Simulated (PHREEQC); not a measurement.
Dissolve 6.1 mmol/kgw Mg(NO3)2 at 25 °C. Closed to the air; pH follows from the charge balance.

All values are PHREEQC results (ion-association model, phreeqc.dat), not measurements.

```json
{
  "ionic_strength": "0.0183 mol/kgw",
  "specific_conductance": "1330 µS/cm"
}
```

| species | molality | activity | log γ |
|---|---|---|---|
| NO3- | 0.0122 | 0.0106 | -0.061 |
| Mg+2 | 0.00610 | 0.00369 | -0.218 |
| H+ | 1.73e-7 | 1.55e-7 | -0.049 |
| MgOH+ | 9.80e-8 | 8.67e-8 | -0.054 |
| OH- | 7.51e-8 | 6.55e-8 | -0.060 |

No solid was allowed to form.
